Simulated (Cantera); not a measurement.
Input (Python, Cantera) and output of one run.

```python
import numpy as np
import cantera as ct

gas_names = [...]  # 113 gases of nasa_gas.yaml made of C, H, O, Ta
cond_names = """
    C(gr) C6H6(L) C7H8(L) C8H18(L),n-octa H2O(s) H2O(L) Ta(cr) Ta(L) TaC(s) TaC(L) Ta2O5(s) Ta2O5(L)
""".split()


# ... load() reads the species with a 1 bar reference pressure and builds the phases ...
atoms = {
    'Ta2O5': {'Ta': 2, 'O': 5},
    'CO': {'C': 1, 'O': 1},
    'CH4': {'C': 1, 'H': 4},
}
top_T = {'C(gr)': 4500}  # K; cautious upper limits of use, not melting points


# ... equilibrate(T, P, feed) seeds the gas with the atoms and calls Mixture.equilibrate('TP', solver="vcs", rtol=1e-11, max_steps=5000) ...
results = []
feed = {'Ta2O5': 1, 'CO': 2.3, 'CH4': 2.1}  # mol
P = 133.322  # Pa
for T in [1200, 1300, 1400, 1500, 1600, 1700, 1800, 1900, 2000, 2100, 2200, 2300, 2400, 2500]:
    mix = equilibrate(T, P, feed)
    results.append((T, P, feed, dict(zip(mix.species_names, mix.species_moles))))
    x = sorted(zip(gas.X, gas.species_names), reverse=True)
    print(f"T = {T:g} K  P = {P:g} Pa  gas = {mix.phase_moles(0):.4g} mol")
    print("   x: " + "  ".join(f"{s} {v:.3e}" for v, s in x if v > 1e-05))
    print("   condensed (mol): " + ("  ".join(f"{mix.phase(i).name} {mix.phase_moles(i):.4g}"
          for i in range(1, mix.n_phases) if mix.phase_moles(i) > 1e-12) or "none"))
```

It prints:

```
T = 1200 K  P = 133.322 Pa  gas = 7.999 mol
   x: H2 5.249e-01  CO 4.748e-01  H2O 1.892e-04  CO2 1.247e-04
   condensed (mol): TaC(s) 0.6007  Ta2O5(s) 0.6996
T = 1300 K  P = 133.322 Pa  gas = 7.999 mol
   x: H2 5.248e-01  CO 4.748e-01  H2O 2.394e-04  CO2 1.229e-04  H 2.195e-05
   condensed (mol): TaC(s) 0.6008  Ta2O5(s) 0.6996
T = 1400 K  P = 133.322 Pa  gas = 7.999 mol
   x: H2 5.247e-01  CO 4.748e-01  H2O 2.913e-04  CO2 1.214e-04  H 9.649e-05
   condensed (mol): TaC(s) 0.6009  Ta2O5(s) 0.6995
T = 1500 K  P = 133.322 Pa  gas = 8 mol
   x: H2 5.245e-01  CO 4.747e-01  H 3.491e-04  H2O 3.437e-04  CO2 1.202e-04
   condensed (mol): TaC(s) 0.6011  Ta2O5(s) 0.6995
T = 1600 K  P = 133.322 Pa  gas = 8.003 mol
   x: H2 5.239e-01  CO 4.745e-01  H 1.078e-03  H2O 3.956e-04  CO2 1.192e-04
   condensed (mol): TaC(s) 0.6012  Ta2O5(s) 0.6994
T = 1700 K  P = 133.322 Pa  gas = 8.01 mol
   x: H2 5.224e-01  CO 4.741e-01  H 2.917e-03  H2O 4.458e-04  CO2 1.184e-04
   condensed (mol): TaC(s) 0.6013  Ta2O5(s) 0.6994
T = 1800 K  P = 133.322 Pa  gas = 8.027 mol
   x: H2 5.192e-01  CO 4.731e-01  H 7.066e-03  H2O 4.926e-04  CO2 1.175e-04  TaO2 1.382e-05
   condensed (mol): TaC(s) 0.6014  Ta2O5(s) 0.6992
T = 1900 K  P = 133.322 Pa  gas = 8.666 mol
   x: CO 5.076e-01  H2 4.766e-01  H 1.500e-02  H2O 5.500e-04  CO2 1.392e-04  TaO2 1.259e-04  TaO 2.435e-05
   condensed (mol): Ta(cr) 0.842  Ta2O5(s) 0.5783
T = 2000 K  P = 133.322 Pa  gas = 8.741 mol
   x: CO 5.032e-01  H2 4.645e-01  H 3.035e-02  H2O 8.504e-04  TaO2 7.888e-04  CO2 2.010e-04  TaO 1.509e-04
   condensed (mol): Ta(cr) 0.8415  Ta2O5(s) 0.5751
T = 2100 K  P = 133.322 Pa  gas = 8.894 mol
   x: CO 4.944e-01  H2 4.426e-01  H 5.677e-02  TaO2 3.891e-03  H2O 1.193e-03  TaO 7.607e-04  CO2 2.696e-04  OH 1.821e-05
   condensed (mol): Ta(cr) 0.8343  Ta2O5(L) 0.5622
T = 2200 K  P = 133.322 Pa  gas = 9.223 mol
   x: CO 4.768e-01  H2 4.048e-01  H 9.814e-02  TaO2 1.525e-02  TaO 3.170e-03  H2O 1.487e-03  CO2 3.316e-04  OH 5.031e-05
   condensed (mol): Ta(cr) 0.8013  Ta2O5(L) 0.5144
T = 2300 K  P = 133.322 Pa  gas = 10.02 mol
   x: CO 4.389e-01  H2 3.403e-01  H 1.546e-01  TaO2 5.248e-02  TaO 1.160e-02  H2O 1.652e-03  CO2 3.802e-04  OH 1.210e-04  O 3.753e-05
   condensed (mol): Ta(cr) 0.6739  Ta2O5(L) 0.3421
T = 2400 K  P = 133.322 Pa  gas = 11.48 mol
   x: CO 3.829e-01  H2 2.545e-01  H 2.198e-01  TaO2 1.097e-01  TaO 3.124e-02  H2O 1.311e-03  CO2 3.336e-04  OH 2.080e-04  O 1.203e-04
   condensed (mol): Ta(cr) 0.382
T = 2500 K  P = 133.322 Pa  gas = 12.2 mol
   x: CO 3.605e-01  H 3.021e-01  H2 1.925e-01  TaO2 9.274e-02  TaO 5.089e-02  H2O 6.863e-04  O 2.305e-04  OH 2.232e-04  CO2 2.074e-04
   condensed (mol): Ta(cr) 0.2478
```

Method: chemical equilibrium by Gibbs-energy minimisation in Cantera with the NASA 1993 tables (ideal gas, pure condensed phases). Mutual solubility and eutectic melting of coexisting phases are not modelled. TaC: taken at fixed stoichiometry. Condensed phases not in the tables: Ta2C, N, O or C dissolved in the metal.
